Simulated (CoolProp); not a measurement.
Vapour-liquid equilibrium of R143a (1) + R134a (2) at 0.421 MPa; x and y are mole fractions of (1).

Model: multi-fluid Helmholtz-energy mixture model, Lemmon and Jacobsen 2000 and Tillner-Roth 1994; pair parameters Lemmon 2004, in CoolProp.

| x | bubble temperature (°C) | y at the bubble point | dew temperature at overall composition x (°C) | liquid density (mol/L) |
|---|---|---|---|---|
| 0.05 | 9.0 | 0.089 | 9.7 | 12.37 |
| 0.2 | 5.0 | 0.320 | 7.1 | 12.44 |
| 0.35 | 1.2 | 0.507 | 4.4 | 12.50 |
| 0.5 | -2.2 | 0.660 | 1.4 | 12.55 |
| 0.65 | -5.4 | 0.785 | -2.0 | 12.59 |
| 0.8 | -8.3 | 0.888 | -5.8 | 12.62 |
| 0.95 | -11.0 | 0.974 | -10.2 | 12.64 |

No azeotrope shows between x = 0.05 and 0.95.

The pair parameters rest on a limited set of measurements; away from them the model extrapolates.
